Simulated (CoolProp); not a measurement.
A closed Brayton cycle with carbon dioxide: compressor inlet 310.15 K and 8.5 MPa, high pressure 18 MPa, turbine inlet 690 K, compressor efficiency 0.89, turbine efficiency 0.85, recuperator effectiveness 0.9 (on enthalpy, no pinch check). Each further row changes one setting.

Values from CoolProp's reference Helmholtz-energy equation of state, Span 1996.

```
case                           thermal efficiency (%)  net work (kJ/kg)  compressor to turbine work  compressor exit (K)  turbine exit (K)
-----------------------------  ----------------------  ----------------  --------------------------  -------------------  ----------------
as stated                                         ___              58.6                        0.24                341.2             612.4
turbine inlet 640 K                              24.5              51.8                        0.26                341.2             565.2
compressor inlet 320.15 K                        25.8              46.0                         ___                376.8             612.4
high pressure 15.3 MPa                           23.6               ___                        0.22                  ___             629.0
recuperator effectiveness 0.5                    16.5              58.6                        0.24                341.2             612.4
```

Q: What belongs in the gaps?

A: 
- as stated, thermal efficiency (%): 26.3
- compressor inlet 320.15 K, compressor to turbine work: 0.40
- high pressure 15.3 MPa, net work (kJ/kg): 47.8
- high pressure 15.3 MPa, compressor exit (K): 334.3
